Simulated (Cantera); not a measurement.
Standard-state values (1 bar) from the NASA 1993 polynomials, evaluated with Cantera. Values are per mole of reaction as written; species without (g) are pure solids or liquids, kept so even where they would boil at 1 bar. TiC: taken at fixed stoichiometry.

TiC + Ti4O7 → CO2(g) + 5 TiO(g), with ΔH° = 3467.1 kJ and ΔS° = 1157.9 J/K at 300 K.

Question: How far is the shortcut ΔG° ≈ ΔH°(300 K) − T·ΔS°(300 K) from the full temperature-dependent value at 573, 623, 673, 723, 773, 823, 873, 923 K?

Answer: 
```tsv
T (K)	shortcut (kJ)	full (kJ)	difference (kJ)	difference in log10 K
573	2803.6	2809.8	-6.2	0.56
623	2745.7	2754.3	-8.6	0.72
673	2687.8	2699.2	-11.4	0.89
723	2629.9	2644.5	-14.6	1.05
773	2572.0	2590.1	-18.1	1.22
823	2514.1	2536.0	-21.9	1.39
873	2456.2	2482.3	-26.0	1.56
923	2398.3	2428.8	-30.4	1.72
```
The shortcut ignores the heat-capacity change of the reaction.
